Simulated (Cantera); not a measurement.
Standard-state values (1 bar) from the NASA 1993 polynomials, evaluated with Cantera. Values are per mole of reaction as written; species without (g) are pure solids or liquids, kept so even where they would boil at 1 bar.

PbS + CO₂(g) → PbO + COS(g)

```json
[
 {"T (K)": "648", "ΔH° (kJ)": "135.9", "ΔS° (J/K)": "-3.5", "ΔG° (kJ)": "138.1", "log10 K": "-11.13", "condensed phases": "PbS(s), PbO(red)"},
 {"T (K)": "723", "ΔH° (kJ)": "136.4", "ΔS° (J/K)": "-2.7", "ΔG° (kJ)": "138.3", "log10 K": "-9.99", "condensed phases": "PbS(s), PbO(red)"},
 {"T (K)": "798", "ΔH° (kJ)": "?", "ΔS° (J/K)": "?", "ΔG° (kJ)": "?", "log10 K": "?", "condensed phases": "PbS(s), PbO(yellow)"},
 {"T (K)": "873", "ΔH° (kJ)": "137.2", "ΔS° (J/K)": "-1.6", "ΔG° (kJ)": "138.6", "log10 K": "-8.30", "condensed phases": "PbS(s), PbO(yellow)"},
 {"T (K)": "948", "ΔH° (kJ)": "?", "ΔS° (J/K)": "?", "ΔG° (kJ)": "?", "log10 K": "?", "condensed phases": "PbS(s), PbO(yellow)"},
 {"T (K)": "1023", "ΔH° (kJ)": "137.9", "ΔS° (J/K)": "-0.9", "ΔG° (kJ)": "138.8", "log10 K": "-7.09", "condensed phases": "PbS(s), PbO(yellow)"},
 {"T (K)": "1098", "ΔH° (kJ)": "?", "ΔS° (J/K)": "?", "ΔG° (kJ)": "?", "log10 K": "?", "condensed phases": "PbS(s), PbO(yellow)"},
 {"T (K)": "1173", "ΔH° (kJ)": "164.1", "ΔS° (J/K)": "21.8", "ΔG° (kJ)": "138.6", "log10 K": "-6.17", "condensed phases": "PbS(s), PbO(l)"}
]
```

Question: What belongs in the gaps?

Answer: 
- 798, ΔH° (kJ): 136.9
- 798, ΔS° (J/K): -1.9
- 798, ΔG° (kJ): 138.5
- 798, log10 K: -9.07
- 948, ΔH° (kJ): 137.6
- 948, ΔS° (J/K): -1.3
- 948, ΔG° (kJ): 138.7
- 948, log10 K: -7.64
- 1098, ΔH° (kJ): 138.2
- 1098, ΔS° (J/K): -0.6
- 1098, ΔG° (kJ): 138.9
- 1098, log10 K: -6.61
